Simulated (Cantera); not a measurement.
Source: NASA polynomial tables (part measured, part estimated), evaluated in Cantera. Values are per mole of reaction as written; species without (g) are pure solids or liquids, kept so even where they would boil at 1 bar.

0.6667 B + Cl2(g) → 0.6667 BCl3(g)

```
T (K)  ΔH° (kJ)  ΔS° (J/K)  ΔG° (kJ)  log10 K
-----  --------  ---------  --------  -------
400      -268.6      -33.5    -255.2    33.33
425      -268.6      -33.5    -254.4    31.26
450         ___        ___       ___      ___
475         ___        ___       ___      ___
500      -268.7      -33.6    -251.9    26.31
525      -268.7      -33.6    -251.0    24.98
550      -268.7      -33.6    -250.2    23.76
575      -268.7      -33.6    -249.3    22.65
```

Task: What belongs in the gaps?

Result: 
- 450, ΔH° (kJ): -268.6
- 450, ΔS° (J/K): -33.5
- 450, ΔG° (kJ): -253.5
- 450, log10 K: 29.43
- 475, ΔH° (kJ): -268.6
- 475, ΔS° (J/K): -33.6
- 475, ΔG° (kJ): -252.7
- 475, log10 K: 27.79
